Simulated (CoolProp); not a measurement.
Vapour-liquid equilibrium of R13 (1) + R11 (2) at -11.15 °C; x and y are mole fractions of (1).

Values from CoolProp's multi-fluid Helmholtz-energy mixture model, Platzer 1990 and Jacobsen 1992; pair parameters Bell 2016. This equation is an older, rougher fit; its heat capacities, sound speeds and derivatives of the liquid may be far off and weren't checked against measurements.

Give the bubble pressure and the first vapour's composition at x = 0.5, 0.575, 0.875. Is there an azeotrope?

x = 0.5: 0.8324 MPa, y = 0.975; x = 0.575: 0.9158 MPa, y = 0.979; x = 0.875: 1.263 MPa, y = 0.992. No azeotrope shows between x = 0.05 and 0.95.

The pair parameters rest on a limited set of measurements; away from them the model extrapolates. The gap from Raoult's law changes sign with composition, which may be real or a fault of the pair parameters; it wasn't checked against measurements.
